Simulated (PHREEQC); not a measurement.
A solution holds 0.074 mol HF, 4.6e-05 mol NH4F and 0.0001 mol (NH4)2SiF6 per kg of water, at 25 °C. Closed to the air; pH follows from the charge balance.

Computed with PHREEQC (ion-association model, phreeqc.dat).

Precipitation was switched off in this run.

Question: What pH, ionic strength does the model give?

Answer: pH 2.13; ionic strength 0.00834 mol/kgw.

Question: In which forms is F present?

Answer: HF 86 %, F- 8.6 %, HF2- 4.3 %, SiF6-2 0.8 % of the F.

SiF6-2 is the database's only silicon fluoride.
